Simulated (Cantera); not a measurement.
## Ignition delay

Mixture: 1.93 % C3H8, 20.1 % O2, 75.8 % N2, 2.13 % H2O, equivalence ratio 0.48, at 10.0 bar, adiabatic and at constant volume. Ignition delay is the time to a rise of 400 K.

Detailed kinetics in Cantera: GRI-Mech 3.0 (53 species, 325 reactions). GRI-Mech 3.0 was tuned for natural gas; its chemistry of propane as a main component is partial and can be far from experiment.

```
T0 (K)  delay (ms)
------  ----------
1173          2.29
1223         0.949
1273         0.408
1323         0.184
1373        0.0885
1423        0.0454
1473        0.0249
```

```json
{
  "apparent activation energy between 1373 and 1473 K": "210 kJ/mol"
}
```
